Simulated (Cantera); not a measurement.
Input (Python, Cantera):

```python
import numpy as np
import cantera as ct

gas = ct.Solution("h2o2.yaml")
gas.TPX = 973, 1100, {'H2': 0.2, 'O2': 1}
reactor = ct.IdealGasConstPressureReactor(gas, energy="off", clone=False)
net = ct.ReactorNet([reactor])
net.rtol, net.atol = 1e-08, 1e-18
show = ['H2', 'O2', 'H2O2', 'H2O', 'H']
times = np.geomspace(2e-05, 10, 15)

steps = ct.SolutionArray(gas, extra=["t"])
rows = []
print(f"{'t/s':>10s}{'T/K':>9s}{'P/Pa':>11s}" + "".join(f"{s:>11s}" for s in show))
for t in times:
    while net.time < t:
        t_next = net.step()
        steps.append(gas.state, t=t_next)
    rows.append([np.interp(t, steps.t, y) for y in (steps.T, steps.P, *steps(*show).X.T)])
    print(f"{t:10.3e}{rows[-1][0]:9.1f}{rows[-1][1]:11.4g}" + "".join(f"{x:11.3e}" for x in rows[-1][2:]))
rate = np.gradient(steps.T, steps.t)
print("integrator steps:", len(steps.t))
if steps.T.max() > steps.T[0] + 200:
    print(f"time of steepest temperature rise: {steps.t[rate.argmax()]:.4e} s")
gas.TPX = 973, 1100, {'H2': 0.2, 'O2': 1}
gas.equilibrate("TP")
print(f"equilibrium (TP): T = {gas.T:.1f} K  " + "  ".join(f"{s} {gas[s].X[0]:.3e}" for s in show))
```

It prints:

```
       t/s      T/K       P/Pa         H2         O2       H2O2        H2O          H
 2.000e-05    973.0       1100  1.667e-01  8.333e-01  1.048e-16  7.356e-14  1.003e-11
 5.106e-05    973.0       1100  1.667e-01  8.333e-01  6.814e-16  1.019e-12  2.488e-11
 1.304e-04    973.0       1100  1.667e-01  8.333e-01  4.452e-15  1.225e-11  6.427e-11
 3.328e-04    973.0       1100  1.667e-01  8.333e-01  2.914e-14  1.375e-10  2.151e-10
 8.498e-04    973.0       1100  1.667e-01  8.333e-01  1.948e-13  2.420e-09  1.822e-09
 2.170e-03    973.0       1100  1.667e-01  8.333e-01  2.539e-12  4.022e-07  2.536e-07
 5.539e-03    973.0       1100  1.105e-01  8.059e-01  2.513e-07  4.097e-02  2.713e-02
 1.414e-02    973.0       1100  4.481e-03  7.945e-01  2.762e-07  1.615e-01  1.933e-02
 3.611e-02    973.0       1100  6.711e-04  8.152e-01  3.077e-07  1.798e-01  8.468e-04
 9.218e-02    973.0       1100  7.754e-05  8.178e-01  2.136e-07  1.815e-01  2.689e-05
 2.354e-01    973.0       1100  1.015e-05  8.181e-01  1.087e-07  1.817e-01  1.422e-06
 6.009e-01    973.0       1100  1.571e-06  8.182e-01  4.973e-08  1.818e-01  1.224e-07
 1.534e+00    973.0       1100  3.130e-07  8.182e-01  2.274e-08  1.818e-01  1.543e-08
 3.917e+00    973.0       1100  8.094e-08  8.182e-01  1.055e-08  1.818e-01  2.508e-09
 1.000e+01    973.0       1100  2.474e-08  8.182e-01  4.862e-09  1.818e-01  4.753e-10
integrator steps: 1792
equilibrium (TP): T = 973.0 K  H2 7.374e-11  O2 8.182e-01  H2O2 3.405e-11  H2O 1.818e-01  H 8.911e-14
```

Computed with Cantera and the H2/O2 subset of GRI-Mech 3.0, which has no nitrogen chemistry. Radical loss at walls, strong at low pressure, is not modelled. The temperature is held fixed by assumption; the heat of reaction is taken as removed at once.
